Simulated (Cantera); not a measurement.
Mixture: CH₄ : H₂ : O₂ : N₂ = 1 : 0.85 : 2.5 : 9.4 (molar parts), equivalence ratio 0.97, at 670000 Pa, adiabatic and at constant pressure. Ignition delay is the time to a rise of 400 K.

Computed with Cantera and GRI-Mech 3.0 (53 species, 325 reactions). Below about 1000 K GRI-Mech 3.0 lacks low-temperature oxidation paths.

### Question
What does this change do: N2 9.4 to 7.4 parts?

### Answer
```
quantity                                                before       after
--------------------------------------------------  ----------  ----------
delay at 975 K                                         27.2 ms     24.5 ms
delay at 1025 K                                        7.38 ms     6.60 ms
delay at 1075 K                                        2.18 ms     1.91 ms
delay at 1125 K                                       0.794 ms    0.674 ms
delay at 1175 K                                       0.379 ms    0.315 ms
delay at 1225 K                                       0.220 ms    0.181 ms
apparent activation energy between 1125 and 1225 K  150 kJ/mol  150 kJ/mol
```
